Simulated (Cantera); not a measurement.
**NO annealing gas**

A perfectly stirred reactor is fed with 85.5 % NO, 14.5 % N₂, at 67.5 Torr; it is held at 1698 K, and followed from long to short residence time.

Detailed kinetics in Cantera: GRI-Mech 3.0 (53 species, 325 reactions).

```
τ (s)     x NO      x O      x O₂     x NO₂     x N₂O   x N₂
-------  -----  -------  --------  --------  --------  -----
14       0.723  4.16e-5    0.0657  0.000378  0.000178  0.211
3.8      0.812  2.74e-5    0.0211  0.000255  0.000231  0.166
1.0      0.843  1.97e-5   0.00571  0.000171  0.000246  0.151
0.28     0.851  1.64e-5   0.00149  0.000134  0.000227  0.147
0.077    0.854  1.40e-5  0.000319  0.000107  0.000167  0.146
0.021    0.854  1.06e-5   4.46e-5   6.74e-5   8.37e-5  0.145
0.0056   0.855  6.64e-6   3.21e-6   2.42e-5   2.89e-5  0.145
0.0015   0.855  3.73e-6   1.94e-7   5.03e-6   8.40e-6  0.145
0.00041  0.855  1.70e-6   1.59e-8   6.89e-7   2.35e-6  0.145
0.00011  0.855  5.72e-7   1.33e-9   6.41e-8   6.34e-7  0.145
```
x: mole fraction; the columns are a selection and need not sum to one.
